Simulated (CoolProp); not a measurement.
1,2-dichloroethane at 388.39 K and 0.047 MPa is throttled through a valve to 0.00349 MPa with no heat exchange. Each further row changes one setting.

Computed with CoolProp (reference Helmholtz-energy equation of state, Thol 2015).

```tsv
case	final density (kg/m³)
as stated	0.107
outlet pressure 0.00105 MPa	0.0323
outlet pressure 0.00454 MPa	0.140
```
